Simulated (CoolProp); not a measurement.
Vapour-liquid equilibrium of n-heptane (1) + m-xylene (2) at 411 K; x and y are mole fractions of (1).

Model: multi-fluid Helmholtz-energy mixture model, Span 2003 and Zhou 2012; pair parameters Bell 2016, in CoolProp.

```csv
x,bubble pressure (bar),y at the bubble point,dew pressure at overall composition x (bar),liquid density (mol/L)
0.05,[?],0.153,1.019,7.048
0.15,1.337,0.362,1.105,6.895
0.25,1.544,0.501,1.205,6.745
0.35,1.734,0.605,1.322,6.600
0.45,1.913,0.688,1.462,6.458
0.55,2.085,0.758,1.629,6.319
0.65,2.253,0.819,1.828,6.184
0.75,2.420,0.875,2.065,6.052
0.85,2.587,[?],2.343,5.922
0.95,[?],0.976,2.664,5.795
```

### Question
Some entries are withheld; supply them.

### Answer

- 0.05, bubble pressure (bar): 1.107
- 0.85, y at the bubble point: 0.927
- 0.95, bubble pressure (bar): 2.756

No azeotrope shows between x = 0.05 and 0.95.

Pair parameters are fitted to limited data, so mixtures are less certain than the pure fluids.
